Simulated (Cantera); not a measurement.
**B2O3 + H2 (boron, boron nitride and boron oxide)**

A closed system holds: 1 mol B2O3, a varied amount of H2, held at 2100 K and 0.0100 bar.

Method: chemical equilibrium by Gibbs-energy minimisation in Cantera with the NASA 1993 tables (ideal gas, pure condensed phases). Candidate condensed phases: B, B2O3, B3O3H3, H2O; 23 gas species. Kinetics and transport are ignored.

```csv
n(H2) (mol),x H2,x B2O3,x HBO2,x HBO,x H,x BO,x H2O
5.6,0.747,0.0700,0.0690,0.0482,0.0269,0.0230,0.00826
9.1,0.813,0.0382,0.0502,0.0394,0.0281,0.0180,0.00800
15,0.863,0.0192,0.0343,0.0307,0.0289,0.0136,0.00746
24,0.896,0.00941,0.0229,0.0235,0.0295,0.0102,0.00676
39,0.920,0.00422,0.0143,0.0173,0.0299,0.00743,0.00590
63,0.936,0.00178,0.00854,0.0125,0.0301,0.00531,0.00496
100,0.947,0.000726,0.00492,0.00890,0.0303,0.00377,0.00405
```
x: gas mole fraction; nothing condenses.

From 5.6 mol H2 to 100 mol H2 nothing is condensed. The main B-bearing gas is B2O3 at 5.6 mol H2 and HBO at 100 mol H2.
